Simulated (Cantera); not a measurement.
Input (Python, Cantera):

```python
import numpy as np
import cantera as ct

gas = ct.Solution("SiF4_NH3_mec.yaml", "gas")
gas.TPX = 2025, 8800, {'NH3': 1, 'N2': 11}
reactor = ct.IdealGasConstPressureReactor(gas, energy="off", clone=False)
net = ct.ReactorNet([reactor])
net.rtol, net.atol = 1e-08, 1e-18
show = ['NH3', 'H2', 'N2H2', 'N', 'NH2']
times = np.geomspace(7e-05, 20, 10)

steps = ct.SolutionArray(gas, extra=["t"])
rows = []
print(f"{'t/s':>10s}{'T/K':>9s}{'P/Pa':>11s}" + "".join(f"{s:>11s}" for s in show))
for t in times:
    while net.time < t:
        t_next = net.step()
        steps.append(gas.state, t=t_next)
    rows.append([np.interp(t, steps.t, y) for y in (steps.T, steps.P, *steps(*show).X.T)])
    print(f"{t:10.3e}{rows[-1][0]:9.1f}{rows[-1][1]:11.4g}" + "".join(f"{x:11.3e}" for x in rows[-1][2:]))
rate = np.gradient(steps.T, steps.t)
print("integrator steps:", len(steps.t))
if steps.T.max() > steps.T[0] + 200:
    print(f"time of steepest temperature rise: {steps.t[rate.argmax()]:.4e} s")
gas.TPX = 2025, 8800, {'NH3': 1, 'N2': 11}
gas.equilibrate("TP")
print(f"equilibrium (TP): T = {gas.T:.1f} K  " + "  ".join(f"{s} {gas[s].X[0]:.3e}" for s in show))
```

It prints:

```
       t/s      T/K       P/Pa        NH3         H2       N2H2          N        NH2
 7.000e-05   2025.0       8800  8.332e-02  6.546e-06  2.273e-10  2.964e-12  1.366e-05
 2.827e-04   2025.0       8800  8.327e-02  2.839e-05  5.022e-09  2.551e-10  5.664e-05
 1.142e-03   2025.0       8800  8.308e-02  1.366e-04  1.122e-07  7.757e-09  2.226e-04
 4.610e-03   2025.0       8800  8.198e-02  1.365e-03  7.815e-07  7.708e-08  5.256e-04
 1.862e-02   2025.0       8800  7.686e-02  8.521e-03  7.801e-07  4.158e-07  4.425e-04
 7.519e-02   2025.0       8800  5.946e-02  3.273e-02  5.366e-07  1.133e-06  3.015e-04
 3.037e-01   2025.0       8800  2.333e-02  8.285e-02  1.656e-07  1.448e-06  1.393e-04
 1.226e+00   2025.0       8800  1.027e-03  1.136e-01  4.436e-09  1.132e-06  1.498e-05
 4.952e+00   2025.0       8800  1.188e-06  1.142e-01  3.085e-13  7.582e-08  6.658e-08
 2.000e+01   2025.0       8800  1.470e-07  1.142e-01  3.457e-14  9.745e-09  8.342e-09
integrator steps: 1708
equilibrium (TP): T = 2025.0 K  NH3 6.133e-08  H2 1.142e-01  N2H2 3.092e-14  N 4.065e-09  NH2 3.480e-09
```

Cantera simulation using the gas-phase N/H chemistry of the illustrative SiF4/NH3 mechanism in the Surface Chemkin manual (1991); the numbers are that mechanism's predictions, not measurements. Walls and surfaces, which speed up NH3 decomposition in real reactors, are not modelled.
